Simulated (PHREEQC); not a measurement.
**Metal-bearing waste water (model solution)**

A solution holds 1.2 mmol/kgw FeSO4, 0.17 mmol/kgw MgSO4, 0.82 mmol/kgw NaF and 16 mmol/kgw NaCl, at 25 °C. Closed to the air; pH follows from the charge balance.

All values are PHREEQC results (ion-association model, phreeqc.dat), not measurements.

Each row changes one thing in this solution. No solid was allowed to form.

```
case                                pH  SO4-2 (mol/kgw)  Fe+2 (mol/kgw)  Mg+2 (mol/kgw)  FeSO4 (mol/kgw)  NaSO4- (mol/kgw)  SI of Melanterite (FeSO4:7H2O)  SI of Halite (NaCl)
--------------------------------  ----  ---------------  --------------  --------------  ---------------  ----------------  ------------------------------  -------------------
as made                           6.48          0.00122         0.00110        0.000151          7.93e-5           5.83e-5                           -4.14                -5.27
NaCl from 0.016 to 0.16 mol/kgw      …          0.00107         0.00109        0.000163          2.18e-5          0.000270                           -4.70                -3.42
NaCl from 0.016 to 0.024 mol/kgw     …          0.00121         0.00111        0.000153          6.85e-5           7.92e-5                           -4.20                    …
diluted 100-fold with water          …          1.37e-5         1.19e-5         1.69e-6          2.53e-8           1.08e-8                           -7.64                -9.16
diluted 5-fold with water            …         0.000263        0.000233         3.26e-5          6.22e-6           3.34e-6                           -5.25                -6.60
```

Problem. Some entries are withheld; supply them.

Solution. 
- NaCl from 0.016 to 0.16 mol/kgw, pH: 6.54
- NaCl from 0.016 to 0.024 mol/kgw, pH: 6.49
- NaCl from 0.016 to 0.024 mol/kgw, SI of Halite (NaCl): -4.94
- diluted 100-fold with water, pH: 6.93
- diluted 5-fold with water, pH: 6.63

Fluoro complexes past AlF4- and FeF3 are missing from the database.
